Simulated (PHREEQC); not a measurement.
Copper plating or etch bath: an equilibrium model

Dissolve 0.22 mol Cu(NO3)2 and 9.9e-05 mol HCl per kg of water at 25 °C. Closed to the air; pH follows from the charge balance.

Equilibrium calculation in PHREEQC: ion-association model, wateq4f.dat.

Each row changes one thing in this solution. No solid was allowed to form.

```tsv
case	pH	ionic strength (mol/kgw)	Cl- (mol/kgw)
as made	3.93	0.660	8.72e-5
0.032 mol/kgw NaCl added	3.93	0.685	0.0283
Cu(NO3)2 replaced by Pb(NO3)2 at the same molality	3.92	0.423	4.87e-5
HCl from 9.9e-05 to 0.000109 mol/kgw	3.91	0.660	9.60e-5
HCl from 9.9e-05 to 0.000148 mol/kgw	3.85	0.660	0.000130
HCl from 9.9e-05 to 8.91e-05 mol/kgw	3.94	0.660	7.85e-5
Cu(NO3)2 from 0.22 to 0.11 mol/kgw	3.99	0.330	9.15e-5
HCl from 9.9e-05 to 9.9e-06 mol/kgw	4.06	0.660	8.72e-6
Cu(NO3)2 from 0.22 to 0.44 mol/kgw	3.88	1.32	8.07e-5
```

The ionic strength passes 0.7 mol/kgw, the rough limit of the ion-association models, in Cu(NO3)2 from 0.22 to 0.44 mol/kgw. Some of these states are supersaturated (in Atacamite, for instance).
